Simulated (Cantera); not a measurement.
## Ignition delay

Mixture: CH₄ : O₂ : N₂ = 1 : 1.33 : 5.01 (molar parts), equivalence ratio 1.5, at 3.90 bar, adiabatic and at constant volume. Ignition delay is the time to a rise of 400 K.

Computed with Cantera and GRI-Mech 3.0 (53 species, 325 reactions).

| T0 (K) | delay (ms) |
|---|---|
| 1023 | 199 |
| 1098 | 63.2 |
| 1173 | 21.8 |
| 1248 | 8.13 |
| 1323 | 3.23 |
| 1398 | 1.36 |
| 1473 | 0.603 |

* **apparent activation energy between 1323 and 1473 K**: 180 kJ/mol
